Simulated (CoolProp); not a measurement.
Vapour-liquid equilibrium of ethylene (1) + propylene (2) at 223.7 K; x and y are mole fractions of (1).

Model: multi-fluid Helmholtz-energy mixture model, Smukala 2000 and Lemmon 2013; pair parameters Bell 2016, in CoolProp.

```tsv
x	bubble pressure (bar)	y at the bubble point	dew pressure at overall composition x (bar)	liquid density (mol/L)
0.05	1.415	0.363	0.9777	14.69
0.2	2.880	0.723	1.148	15.12
0.35	4.339	0.842	1.389	15.54
0.5	5.778	0.902	1.756	15.96
0.65	7.211	0.940	2.383	16.36
0.8	8.677	0.968	3.689	16.72
0.95	10.25	0.992	7.675	17.02
```

No azeotrope shows between x = 0.05 and 0.95.

Pair parameters are fitted to limited data, so mixtures are less certain than the pure fluids.
